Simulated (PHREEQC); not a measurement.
A column of 0.2 m (30 cells, dispersivity 0.007 m, 60 s a shift, diffusion coefficient 3e-10 m²/s) holds 0.29 eq of the database's cation exchanger X per kg of pore water, first in equilibrium with 0.057 mol/kgw MgSO4, 0.0081 mol/kgw CaCl2 and 1e-05 mol/kgw HCl. It is flushed with 0.0065 mol MgSO4, 0.059 mol Na2SO4 and 1e-05 mol HCl per kg of water, at 15 °C. Values are for the last cell. No CO2 enters from the air. Precipitation was switched off in this run.

All values are PHREEQC results (ion-association model, phreeqc.dat), not measurements.

```
pore volumes  Na in solution (mol/kgw)  Cl in solution (mol/kgw)  Mg in solution (mol/kgw)  Ca in solution (mol/kgw)  NaX on the exchanger (mol/kgw)  CaX2 on the exchanger (mol/kgw)
------------  ------------------------  ------------------------  ------------------------  ------------------------  ------------------------------  -------------------------------
0                                    0                    0.0162                    0.0570                   0.00810                               0                           0.0279
0.4833                         2.18e-7                    0.0162                    0.0570                   0.00810                         1.54e-7                           0.0279
1.183                          0.00972                   0.00359                    0.0530                   0.00759                         0.00725                           0.0275
1.883                           0.0505                         …                    0.0349                   0.00538                          0.0440                           0.0255
2.35                                 …                         …                    0.0255                   0.00418                          0.0692                           0.0240
2.817                           0.0855                   1.02e-5                    0.0194                   0.00336                          0.0900                           0.0228
3.517                           0.0979                   1.00e-5                    0.0139                   0.00260                           0.114                           0.0213
4.217                            0.105                   1.00e-5                         …                   0.00215                           0.131                           0.0201
4.683                                …                   1.00e-5                   0.00946                   0.00194                           0.140                           0.0195
5.15                                 …                   1.00e-5                   0.00846                   0.00178                           0.147                           0.0190
5.85                             0.113                   1.00e-5                   0.00741                         …                           0.155                           0.0182
6.55                             0.115                   1.00e-5                   0.00674                   0.00148                           0.161                           0.0176
7.017                            0.115                   1.00e-5                   0.00644                   0.00141                           0.164                           0.0171
```

Problem. Complete the blanks.

Solution. 
- 1.883, Cl in solution (mol/kgw): 9.48e-5
- 2.35, Na in solution (mol/kgw): 0.0716
- 2.35, Cl in solution (mol/kgw): 1.45e-5
- 4.217, Mg in solution (mol/kgw): 0.0108
- 4.683, Na in solution (mol/kgw): 0.108
- 5.15, Na in solution (mol/kgw): 0.111
- 5.85, Ca in solution (mol/kgw): 0.00161

Species that the database lacks are ignored.
